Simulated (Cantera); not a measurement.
Aluminium nitride and oxide growth: Al(CH3)3 + NH3 + H2

Feed: 1 mol Al(CH3)3, 89 mol NH3, 4.1 mol H2, equilibrated at 23.0 Pa.

Equilibrium computed with Cantera from the NASA thermochemical tables; the gas is ideal and each condensed phase is pure. Candidate condensed phases: Al, AlN, C, C6H6, C7H8, C8H18; 97 gas species. The feed counts by its element totals alone. Rates play no part.

From 1148 K to 1648 K the condensed part is AlN(s) + C(graphite).

```csv
T (K),x H2,x N2,x H,x Al,n AlN(s),n C(graphite)
1148,0.764,0.236,4.13e-6,5.44e-12,1.00,3.00
1198,0.764,0.236,1.10e-5,8.97e-11,1.00,2.99
1248,0.764,0.236,2.69e-5,1.18e-9,1.00,2.99
1298,0.763,0.236,6.17e-5,1.27e-8,1.000,2.98
1348,0.763,0.236,0.000133,1.14e-7,1.000,2.97
1398,0.763,0.236,0.000273,8.75e-7,1.000,2.96
1448,0.763,0.236,0.000531,5.82e-6,0.999,2.94
1498,0.762,0.236,0.000989,3.41e-5,0.994,2.91
1548,0.761,0.236,0.00177,0.000178,0.966,2.88
1598,0.759,0.236,0.00306,0.000835,0.843,2.83
1648,0.754,0.236,0.00510,0.00356,0.326,2.77
```
x: gas mole fraction; n: condensed amount in mol.
